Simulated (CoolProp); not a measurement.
Properties of C2F6 (R116) along the isotherm 178.7 K (Tc = 293.0 K, pc = 3048 kPa, ω = 0.257).

The numbers come from the reference Helmholtz-energy equation of state, Lemmon 2006 in CoolProp. It is a short technical equation, of lower accuracy than the large ones.

| p (kPa) | phase | cp (kJ/(kg K)) | Joule-Thomson coefficient (K/MPa) | Prandtl number |
|---|---|---|---|---|
| 952 | liquid | 0.9023 | -0.3703 | 6.47 |
| 1900 | liquid | 0.9004 | -0.3742 | 6.54 |
| 2860 | liquid | 0.8985 | -0.3780 | 6.61 |
| 3810 | liquid | 0.8968 | -0.3816 | 6.68 |

Viscosity comes from a separate model (Huber 2003), an estimate that may be off by 10 % or more. Thermal conductivity comes from a separate model (Huber 2003), an estimate that may be off by 10 % or more.
